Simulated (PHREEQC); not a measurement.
# Cooling-tower water: speciation

Synthetic water in mg/kgw, 25 °C, pH 8.08, pe 9.9: Na 72.8; K 0.786; Ca 92.7; Mg 38.5; Cl 243; S(6) as SO4 95.9; Alkalinity as HCO3 145; Pb 25.3; Br 0.274.

Valence states are taken as typed.

All values are PHREEQC results (ion-association model, phreeqc.dat), not measurements.

```yaml
ionic_strength: 0.0148 mol/kgw
specific_conductance: 1160 µS/cm
charge_balance_error: 0.0 %
```

| species | molality | activity | log γ |
|---|---|---|---|
| Cl- | 0.00685 | 0.00605 | -0.054 |
| Na+ | 0.00316 | 0.00280 | -0.052 |
| Ca+2 | 0.00214 | 0.00134 | -0.205 |
| HCO3- | 0.00198 | 0.00176 | -0.051 |
| Mg+2 | 0.00145 | 0.000914 | -0.201 |
| SO4-2 | 0.000774 | 0.000480 | -0.208 |
| CaSO4 | 0.000114 | 0.000114 | 0.001 |
| PbCO3 | 0.000113 | 0.000114 | 0.001 |

This is a speciation only: nothing precipitates in the calculation. The solution is supersaturated, for example in Cerussite, Pb(OH)2, so a real one may precipitate; this is no full list. Species that the database lacks are ignored.
